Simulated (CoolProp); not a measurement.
CH2F2 (R32) along the isobar 23.8 MPa: Z from the reference equation and from simpler models built on Tc = 351.3 K, pc = 5.783 MPa, ω = 0.277; each cubic takes its own stable root.

The numbers come from the reference Helmholtz-energy equation of state, Tillner-Roth 1997 in CoolProp.

```
T (K)   phase  reference  Redlich-Kwong  Soave-Redlich-Kwong  Peng-Robinson
-----  ------  ---------  -------------  -------------------  -------------
225.5  liquid     0.5324         0.6959               0.6792         0.6044
233.9  liquid     0.5218         0.6811               0.6642         0.5909
242.3  liquid     0.5123         0.6679               0.6509         0.5789
250.7  liquid     0.5038         0.6561                  ___         0.5684
259.2  liquid     0.4963         0.6455               0.6288         0.5591
267.6  liquid     0.4898         0.6364               0.6199         0.5513
276    liquid     0.4842         0.6284               0.6124         0.5448
284.4  liquid     0.4795         0.6217               0.6063         0.5394
292.8  liquid        ___         0.6160               0.6015         0.5354
301.2  liquid     0.4726         0.6114               0.5979         0.5325
309.6  liquid     0.4704         0.6078               0.5957         0.5310
318    liquid     0.4692         0.6053               0.5948         0.5307
326.4  liquid     0.4688         0.6038               0.5953            ___
334.8  liquid     0.4695         0.6032               0.5972         0.5342
343.2  liquid     0.4711         0.6037               0.6005         0.5382
```

Question: Some entries are withheld; supply them.

Answer: 
- 250.7, Soave-Redlich-Kwong: 0.6391
- 292.8, reference: 0.4756
- 326.4, Peng-Robinson: 0.5318
